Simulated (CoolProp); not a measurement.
Vapour-liquid equilibrium of benzene (1) + octamethylcyclotetrasiloxane (D4) (2) at 168.75 °C; x and y are mole fractions of (1).

The numbers come from the multi-fluid Helmholtz-energy mixture model, Thol 2012 and Thol 2015; pair parameters Bell 2016 in CoolProp.

```tsv
x	bubble pressure, mixture model (MPa)	bubble pressure, Raoult's law (MPa)	y, mixture model	y, Raoult's law
0.05	0.1096	0.1222	0.253	0.343
0.2	0.1990	0.2353	0.638	0.713
0.35	0.3009	0.3484	0.797	0.842
0.5	0.4089	0.4615	0.879	0.908
0.65	0.5241	0.5745	0.931	0.948
0.8	0.6514	0.6876	0.968	0.975
0.95	0.7918	0.8007	0.994	0.995
```

The largest gap from Raoult's law is -15.4 % in bubble pressure, at x = 0.2. No azeotrope shows between x = 0.05 and 0.95.

The pair parameters rest on a limited set of measurements; away from them the model extrapolates.
